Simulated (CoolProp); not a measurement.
Vapour-liquid equilibrium of carbon dioxide (1) + R22 (2) at 263.3 K; x and y are mole fractions of (1).

Model: multi-fluid Helmholtz-energy mixture model, Span 1996 and Kamei 1995; pair parameters Bell 2016, in CoolProp.

| x | bubble pressure (MPa) | y at the bubble point | dew pressure at overall composition x (MPa) | liquid density (mol/L) |
|---|---|---|---|---|
| 0.05 | 0.4378 | 0.210 | 0.3731 | 15.49 |
| 0.15 | 0.6164 | 0.480 | 0.4110 | 16.09 |
| 0.25 | 0.8139 | 0.640 | 0.4572 | 16.71 |
| 0.35 | 1.026 | 0.744 | 0.5151 | 17.37 |
| 0.45 | 1.251 | 0.815 | 0.5895 | 18.06 |
| 0.55 | 1.484 | 0.867 | 0.6892 | 18.78 |
| 0.65 | 1.726 | 0.906 | 0.8297 | 19.53 |
| 0.75 | 1.977 | 0.938 | 1.042 | 20.30 |
| 0.85 | 2.238 | 0.965 | 1.400 | 21.10 |
| 0.95 | 2.514 | 0.989 | 2.087 | 21.91 |

No azeotrope shows between x = 0.05 and 0.95.

Pair parameters are fitted to limited data, so mixtures are less certain than the pure fluids.
